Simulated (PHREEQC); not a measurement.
A solution holds 0.0012 mol/kgw KOH, 6e-05 mol/kgw H3BO3 and 0.03 mol/kgw K3PO4, at 25 °C. Closed to the air; pH follows from the charge balance.

Equilibrium calculation in PHREEQC: ion-association model, phreeqc.dat.

```json
[
 {"quantity": "pH", "before": "11.93", "after": "10.46"},
 {"quantity": "ionic strength (mol/kgw)", "before": "0.159", "after": "0.00122"},
 {"quantity": "PO4-3 (mol/kgw)", "before": "0.0194", "after": "4.72e-6"},
 {"quantity": "HPO4-2 (mol/kgw)", "before": "0.0100", "after": "0.000295"},
 {"quantity": "KHPO4- (mol/kgw)", "before": "0.000548", "after": "4.48e-7"},
 {"quantity": "H3BO3 (mol/kgw)", "before": "9.04e-8", "after": "3.25e-8"}
]
```

### Question
Name the change that produced these shifts.
(A) 0.00098 mol/kgw H2SO4 added
(B) KOH replaced by K2SiO3 at the same molality
(C) diluted 100-fold with water
(D) H3BO3 from 6e-05 to 5.4e-05 mol/kgw

### Answer
C, diluted 100-fold with water

This is a speciation only: nothing precipitates in the calculation.
